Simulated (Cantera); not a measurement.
A perfectly stirred reactor is fed with 0.249 % CH₃OH, 0.0618 % O₂, 99.7 % N₂, at 5.70 bar; it is held at 1200 K, and followed from long to short residence time.

Computed with Cantera and GRI-Mech 3.0 (53 species, 325 reactions). GRI-Mech 3.0 was tuned for natural gas; its chemistry of methanol as a main component is partial and can be far from experiment.

**Question.** Predict: x(CH₃OH) at τ = 1.40 s; x(O₂) at τ = 1.40 s; x(C₂H₆) at τ = 1.40 s; x(CH₂O) at τ = 1.40 s; x(CO) at τ = 1.40 s; x(CH₃OH) at τ = 30.0 ms; x(O₂) at τ = 30.0 ms; x(CH₂O) at τ = 30.0 ms; x(CO) at τ = 30.0 ms.

**Answer.** 
- x(CH₃OH) at τ = 1.40 s = 2.42e-6
- x(O₂) at τ = 1.40 s = 1.32e-5
- x(C₂H₆) at τ = 1.40 s = 1.41e-9
- x(CH₂O) at τ = 1.40 s = 1.49e-6
- x(CO) at τ = 1.40 s = 0.00227
- x(CH₃OH) at τ = 30.0 ms = 0.000238
- x(O₂) at τ = 30.0 ms = 0.000239
- x(CH₂O) at τ = 30.0 ms = 0.000134
- x(CO) at τ = 30.0 ms = 0.00201
